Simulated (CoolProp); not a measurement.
Vapour-liquid equilibrium of n-pentane (1) + the fluoroketone C6F12O (FK-5-1-12) (2) at 80.2 kPa; x and y are mole fractions of (1).

Values from CoolProp's multi-fluid Helmholtz-energy mixture model, Thol 2019 and McLinden 2015; pair parameters Bell 2016.

| x | bubble temperature (°C) | y at the bubble point | dew temperature at overall composition x (°C) | liquid density (mol/L) |
|---|---|---|---|---|
| 0.05 | 37.5 | 0.204 | 41.3 | 5.045 |
| 0.125 | 31.4 | 0.411 | 39.5 | 5.260 |
| 0.2 | 27.2 | 0.534 | 37.6 | 5.469 |
| 0.275 | 24.7 | 0.605 | 35.5 | 5.675 |
| 0.35 | 23.2 | 0.644 | 33.3 | 5.885 |
| 0.425 | 22.6 | 0.665 | 31.0 | 6.105 |
| 0.5 | 22.3 | 0.674 | 28.4 | 6.339 |
| 0.575 | 22.3 | 0.677 | 25.8 | 6.595 |
| 0.65 | 22.3 | 0.678 | 23.1 | 6.877 |
| 0.725 | 22.3 | 0.680 | 23.0 | 7.189 |
| 0.8 | 22.4 | 0.692 | 24.7 | 7.533 |
| 0.875 | 23.1 | 0.729 | 26.4 | 7.906 |
| 0.95 | 25.4 | 0.833 | 28.2 | 8.297 |

y crosses x between x = 0.65 and 0.725: the model has an azeotrope there.

The pair parameters rest on a limited set of measurements; away from them the model extrapolates. With so large a gap from Raoult's law the liquid may split in two, which this calculation doesn't test in full.
